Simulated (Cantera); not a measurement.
# Fe3O4 + H2 + H2O (hydrogen reduction and annealing atmospheres)

A closed system holds: 1 mol Fe3O4, 180 mol H2, 0.87 mol H2O, equilibrated at 97000 Pa.

Method: chemical equilibrium by Gibbs-energy minimisation in Cantera with the NASA 1993 tables (ideal gas, pure condensed phases). Candidate condensed phases: Fe, FeO, Fe(OH)2, Fe(OH)3, Fe2O3, Fe3O4, H2O; 12 gas species. The numbers say what is thermodynamically allowed, not how fast it happens.

```json
[
 {"T (°C)": "600", "log p H2": "-0.03", "log p H2O": "-1.58", "log p H": "-10.34", "log p Fe(OH)2": "-11.56", "log p Fe": "<-12", "n Fe(α)": "3.00", "n Fe(γ)": "0"},
 {"T (°C)": "650", "log p H2": "-0.03", "log p H2O": "-1.58", "log p H": "-9.62", "log p Fe(OH)2": "-11.04", "log p Fe": "<-12", "n Fe(α)": "3.00", "n Fe(γ)": "0"},
 {"T (°C)": "700", "log p H2": "-0.03", "log p H2O": "-1.58", "log p H": "-8.98", "log p Fe(OH)2": "-10.57", "log p Fe": "<-12", "n Fe(α)": "3.00", "n Fe(γ)": "0"},
 {"T (°C)": "750", "log p H2": "-0.03", "log p H2O": "-1.58", "log p H": "-8.40", "log p Fe(OH)2": "-10.15", "log p Fe": "<-12", "n Fe(α)": "3.00", "n Fe(γ)": "0"},
 {"T (°C)": "800", "log p H2": "-0.03", "log p H2O": "-1.58", "log p H": "-7.87", "log p Fe(OH)2": "-9.77", "log p Fe": "<-12", "n Fe(α)": "3.00", "n Fe(γ)": "0"},
 {"T (°C)": "850", "log p H2": "-0.03", "log p H2O": "-1.58", "log p H": "-7.38", "log p Fe(OH)2": "-9.43", "log p Fe": "-11.51", "n Fe(α)": "3.00", "n Fe(γ)": "0"},
 {"T (°C)": "900", "log p H2": "-0.03", "log p H2O": "-1.58", "log p H": "-6.94", "log p Fe(OH)2": "-9.12", "log p Fe": "-10.71", "n Fe(α)": "3.00", "n Fe(γ)": "0"},
 {"T (°C)": "950", "log p H2": "-0.03", "log p H2O": "-1.58", "log p H": "-6.53", "log p Fe(OH)2": "-8.83", "log p Fe": "-9.98", "n Fe(α)": "0", "n Fe(γ)": "3.00"},
 {"T (°C)": "1000", "log p H2": "-0.03", "log p H2O": "-1.58", "log p H": "-6.16", "log p Fe(OH)2": "-8.56", "log p Fe": "-9.30", "n Fe(α)": "0", "n Fe(γ)": "3.00"},
 {"T (°C)": "1050", "log p H2": "-0.03", "log p H2O": "-1.58", "log p H": "-5.81", "log p Fe(OH)2": "-8.32", "log p Fe": "-8.68", "n Fe(α)": "0", "n Fe(γ)": "3.00"}
]
```
log p: log10 of the partial pressure in bar; n: condensed amount in mol.

From 600 °C to 900 °C the condensed part is Fe(α). From 950 °C to 1050 °C the condensed part is Fe(γ).
